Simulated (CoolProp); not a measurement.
Vapour pressure (MPa) of propane: the reference equation beside estimates from Tc = 369.9 K, pc = 4.251 MPa, ω = 0.152.

The numbers come from the reference Helmholtz-energy equation of state, Lemmon 2009 in CoolProp.

```json
[
 {"T (K)": "193.9", "reference": "0.01371", "Redlich-Kwong": "0.01806", "Soave-Redlich-Kwong": "0.01335"},
 {"T (K)": "206.7", "reference": "0.02998", "Redlich-Kwong": "0.03959", "Soave-Redlich-Kwong": "0.02935"},
 {"T (K)": "219.6", "reference": "0.05939", "Redlich-Kwong": "0.07783", "Soave-Redlich-Kwong": "0.05848"},
 {"T (K)": "232.5", "reference": "0.1080", "Redlich-Kwong": "0.1396", "Soave-Redlich-Kwong": "0.1070"},
 {"T (K)": "245.4", "reference": "0.1832", "Redlich-Kwong": "0.2324", "Soave-Redlich-Kwong": "0.1823"},
 {"T (K)": "258.3", "reference": "0.2931", "Redlich-Kwong": "0.3642", "Soave-Redlich-Kwong": "0.2930"},
 {"T (K)": "271.2", "reference": "0.4468", "Redlich-Kwong": "0.5431", "Soave-Redlich-Kwong": "0.4485"},
 {"T (K)": "284.1", "reference": "0.6539", "Redlich-Kwong": "0.7768", "Soave-Redlich-Kwong": "0.6587"},
 {"T (K)": "297", "reference": "0.9245", "Redlich-Kwong": "1.073", "Soave-Redlich-Kwong": "0.9341"},
 {"T (K)": "309.9", "reference": "1.269", "Redlich-Kwong": "1.439", "Soave-Redlich-Kwong": "1.286"},
 {"T (K)": "322.8", "reference": "1.700", "Redlich-Kwong": "1.882", "Soave-Redlich-Kwong": "1.724"},
 {"T (K)": "335.7", "reference": "2.230", "Redlich-Kwong": "2.408", "Soave-Redlich-Kwong": "2.262"},
 {"T (K)": "348.5", "reference": "2.868", "Redlich-Kwong": "3.019", "Soave-Redlich-Kwong": "2.904"}
]
```

Absolute difference from the reference over all 13 rows, mean and median: Redlich-Kwong 20.7 and 21.6 %, Soave-Redlich-Kwong 1.2 and 1.3 %.
